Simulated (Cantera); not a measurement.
Charge: 1 mol BCl3, 18 mol H2O, 1 mol N2, 16 mol NH3, at 32.0 Pa.

These are equilibrium values from Cantera (NASA tables, ideal gas, pure condensed phases), not measurements of a reactor. Candidate condensed phases: B, BN, B2O3, B3O3H3, H2O, NH4Cl; 49 gas species. Gases not in the tables: H3BO3. Equilibrium is a limit: real reactors are often held back by kinetics, nucleation or transport.

**Question.** At 727 °C, list the 5 most abundant gas species with their mole fractions, and the condensed phases.

**Answer.** H2 0.457, H2O 0.314, N2 0.171, HCl 0.0571, HBO2 0.000821. Condensed: B2O3(l).
